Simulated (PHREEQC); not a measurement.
Na2SO4 is added in steps, without added water, to 1 kg of water holding 0.15 mol HF, 0.0076 mol NH4HF2, 5e-07 mol H4SiO4 and 0.1 mol H2SO4, at 20 °C. Oxygen is held at 0.21 atm. No CO2 enters from the air. Only these solids could form: SiO2(a).

Base run: PHREEQC, ion-association model, phreeqc.dat. Each further column changes one thing. The table gives SO4-2 (mol/kgw).

```
Na2SO4 added (mol)    base  all activity coefficients set to 1  database wateq4f.dat  Debye-Hückel limiting law  metal-ligand complexes left out
------------------  ------  ----------------------------------  --------------------  -------------------------  -------------------------------
0                   0.0216                             0.00977                0.0215                     0.0378                           0.0216
0.02344             0.0304                              0.0136                0.0302                     0.0561                           0.0312
0.03906             0.0370                              0.0166                0.0367                     0.0698                           0.0387
0.0625              0.0476                              0.0216                0.0471                          …                           0.0515
0.08594             0.0590                              0.0269                0.0584                      0.116                                …
0.1016              0.0670                              0.0306                0.0661                      0.132                           0.0765
0.125               0.0791                              0.0362                0.0781                      0.158                           0.0934
0.1484              0.0916                              0.0416                0.0903                      0.184                            0.111
0.1641              0.0999                              0.0451                0.0985                      0.201                                …
0.1875               0.112                              0.0502                 0.111                      0.228                            0.143
0.2109               0.125                              0.0551                 0.123                      0.254                            0.163
0.2266               0.133                              0.0581                 0.131                          …                            0.176
0.25                 0.146                              0.0625                 0.143                      0.299                            0.197
```

Task: What belongs in the gaps?

Result: 
- 0.0625, Debye-Hückel limiting law: 0.0920
- 0.08594, metal-ligand complexes left out: 0.0660
- 0.1641, metal-ligand complexes left out: 0.124
- 0.2266, Debye-Hückel limiting law: 0.272

SiF6-2 is the database's only silicon fluoride. wateq4f.dat counts part of the HF as a dimer, H2F2, which phreeqc.dat doesn't know; its constant is uncertain. The ionic strength passes 0.7 mol/kgw, the rough limit of the ion-association models, in part of: Debye-Hückel limiting law; metal-ligand complexes left out. phreeqc.dat and wateq4f.dat share most of their constants, so their agreement is no independent check. Solids allowed in the column 'database wateq4f.dat': SiO2(a), Mirabilite.
